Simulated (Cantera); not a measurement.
A diamond (100) surface in a fixed gas of H2 with x(CH4) = 0.018, x(H) = 0.0082, x(CH3) = 2.3e-05, 0.290 bar; coverages are run to steady state.

Model: the Harris–Goodwin 1993 mechanism for the reconstructed diamond (100) surface, integrated in Cantera.

θ: site fractions in the mechanism's names (c6HH fully hydrogenated, c6H* and c6*H radical sites, c6** diradical, c6HM methylated).

```csv
T (K),growth (µm/h),θ c6HH,θ c6H*,θ c6*H,θ c6**,θ c6HM
900,2.09,0.690,0.0109,0.292,0.00442,0.00237
950,2.77,0.642,0.0146,0.334,0.00674,0.00189
1000,3.53,0.596,0.0188,0.374,0.00979,0.00153
1050,4.33,0.552,0.0234,0.409,0.0136,0.00123
1100,5.09,0.511,0.0283,0.441,0.0183,0.000993
1150,5.65,0.474,…,0.467,…,…
1200,5.74,0.440,…,0.490,…,…
1250,5.18,0.409,0.0442,0.509,0.0372,0.000365
1300,4.18,0.381,0.0496,0.524,0.0448,0.000204
1350,3.25,0.357,0.0548,0.535,0.0528,0.000101
1400,2.69,0.335,0.0599,0.544,0.0612,4.70e-5
```

Task: What belongs in the gaps?

Result: 
- 1150, θ c6H*: 0.0335
- 1150, θ c6**: 0.0238
- 1150, θ c6HM: 0.000775
- 1200, θ c6H*: 0.0388
- 1200, θ c6**: 0.0301
- 1200, θ c6HM: 0.000564
